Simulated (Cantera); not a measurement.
Cantera run, input and output.

```python
import numpy as np
import cantera as ct

gas = ct.Solution("gri30.yaml")
gas.TPX = 1375, 52000, {'CH4': 1, 'CO': 0.081, 'O2': 1.85, 'N2': 6.97}
reactor = ct.IdealGasConstPressureReactor(gas, energy="on", clone=False)
net = ct.ReactorNet([reactor])
net.rtol, net.atol = 1e-08, 1e-16
show = ['CH4', 'CO', 'O2', 'C2H2', 'HCO']
times = np.geomspace(4e-06, 0.2, 15)

steps = ct.SolutionArray(gas, extra=["t"])
rows = []
print(f"{'t/s':>10s}{'T/K':>9s}{'P/Pa':>11s}" + "".join(f"{s:>11s}" for s in show))
for t in times:
    while net.time < t:
        t_next = net.step()
        steps.append(gas.state, t=t_next)
    rows.append([np.interp(t, steps.t, y) for y in (steps.T, steps.P, *steps(*show).X.T)])
    print(f"{t:10.3e}{rows[-1][0]:9.1f}{rows[-1][1]:11.4g}" + "".join(f"{x:11.3e}" for x in rows[-1][2:]))
rate = np.gradient(steps.T, steps.t)
print("integrator steps:", len(steps.t))
if steps.T.max() > steps.T[0] + 200:
    print(f"time of steepest temperature rise: {steps.t[rate.argmax()]:.4e} s")
gas.TPX = 1375, 52000, {'CH4': 1, 'CO': 0.081, 'O2': 1.85, 'N2': 6.97}
gas.equilibrate("HP")
print(f"equilibrium (HP): T = {gas.T:.1f} K  " + "  ".join(f"{s} {gas[s].X[0]:.3e}" for s in show))
```

Result:

```
       t/s      T/K       P/Pa        CH4         CO         O2       C2H2        HCO
 4.000e-06   1375.0    5.2e+04  1.010e-01  8.181e-03  1.868e-01  1.683e-20  1.613e-14
 8.664e-06   1375.0    5.2e+04  1.010e-01  8.181e-03  1.868e-01  1.027e-19  2.789e-14
 1.876e-05   1375.0    5.2e+04  1.010e-01  8.181e-03  1.868e-01  1.187e-18  5.775e-14
 4.064e-05   1375.0    5.2e+04  1.010e-01  8.181e-03  1.868e-01  2.641e-17  1.455e-13
 8.803e-05   1375.0    5.2e+04  1.010e-01  8.181e-03  1.868e-01  7.049e-16  4.666e-13
 1.907e-04   1375.0    5.2e+04  1.010e-01  8.181e-03  1.868e-01  2.133e-14  2.073e-12
 4.130e-04   1375.0    5.2e+04  1.010e-01  8.180e-03  1.868e-01  8.084e-13  1.392e-11
 8.944e-04   1375.1    5.2e+04  1.009e-01  8.179e-03  1.868e-01  4.197e-11  1.421e-10
 1.937e-03   1375.8    5.2e+04  1.007e-01  8.184e-03  1.867e-01  2.335e-09  1.545e-09
 4.196e-03   1381.0    5.2e+04  9.949e-02  8.326e-03  1.859e-01  9.092e-08  1.376e-08
 9.088e-03   2636.6    5.2e+04  1.244e-15  5.297e-02  1.529e-02  1.422e-18  3.536e-08
 1.968e-02   2661.3    5.2e+04  1.850e-15  5.243e-02  1.262e-02  2.208e-18  3.264e-08
 4.263e-02   2660.7    5.2e+04  1.863e-15  5.247e-02  1.252e-02  2.218e-18  3.264e-08
 9.234e-02   2660.7    5.2e+04  1.863e-15  5.247e-02  1.252e-02  2.218e-18  3.264e-08
 2.000e-01   2660.7    5.2e+04  1.863e-15  5.247e-02  1.252e-02  2.218e-18  3.264e-08
integrator steps: 2054
time of steepest temperature rise: 8.0846e-03 s
equilibrium (HP): T = 2660.7 K  CH4 2.417e-15  CO 5.247e-02  O2 1.252e-02  C2H2 2.362e-18  HCO 3.264e-08
```

Detailed kinetics in Cantera: GRI-Mech 3.0 (53 species, 325 reactions).
